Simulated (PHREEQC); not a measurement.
Make-up at 25 °C: 9.5 mmol/kgw NaHSO4, 0.4 mmol/kgw K2HPO4 and 0.12 mmol/kgw NaCl. Closed to the air; pH follows from the charge balance.

Computed with PHREEQC (ion-association model, wateq4f.dat).

The pH is 2.24. The ionic strength is 0.0235 mol/kgw and the total alkalinity comes out as -9.10 meq/kg.

| species | molality | activity | log γ |
|---|---|---|---|
| Na+ | 0.00944 | 0.00816 | -0.063 |
| SO4-2 | 0.00683 | 0.00383 | -0.251 |
| H+ | 0.00647 | 0.00571 | -0.054 |
| HSO4- | 0.00247 | 0.00213 | -0.064 |
| K+ | 0.000779 | 0.000669 | -0.066 |
| H2PO4- | 0.000232 | 0.000201 | -0.061 |
| NaSO4- | 0.000181 | 0.000157 | -0.061 |
| H3PO4 | 0.000168 | 0.000169 | 0.002 |
| Cl- | 0.000120 | 0.000103 | -0.066 |
| KSO4- | 2.08e-5 | 1.80e-5 | -0.061 |
| HPO4-2 | 3.89e-9 | 2.19e-9 | -0.250 |

This is a speciation only: nothing precipitates in the calculation. H3PO4, which wateq4f.dat lacks, is added to it with the constant of phreeqc.dat.
